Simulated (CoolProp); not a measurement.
Saturated liquid density (kg/m³) of carbon monoxide: the reference equation beside estimates from Tc = 132.9 K, pc = 34.98 bar, ω = 0.050. Rackett uses Z = 0.29056 − 0.08775 ω.

Computed with CoolProp (reference Helmholtz-energy equation of state, Lemmon 2006). It is a short technical equation, of lower accuracy than the large ones.

```tsv
T (K)	reference	Rackett	van der Waals	Redlich-Kwong	Soave-Redlich-Kwong	Peng-Robinson
77.1	812.7	822.7	554.0	817.3	811.8	916.2
81.1	795.6	805.9	542.9	798.1	793.6	896.5
85.1	777.9	788.6	531.2	777.8	774.4	875.5
89.1	759.6	770.7	518.9	756.3	753.9	853.0
93.2	740.0	751.5	505.6	732.8	731.4	828.2
97.2	720.0	731.8	491.9	708.4	708.0	802.1
101.2	699.0	711.1	477.3	682.2	682.7	773.8
105.2	676.6	689.1	461.6	654.0	655.3	742.9
```

Absolute difference from the reference over all 8 rows, mean and median: Rackett 1.5 and 1.5 %, van der Waals 31.7 and 31.7 %, Redlich-Kwong 1.2 and 0.8 %, Soave-Redlich-Kwong 1.2 and 1.0 %, Peng-Robinson 11.8 and 12.1 %.
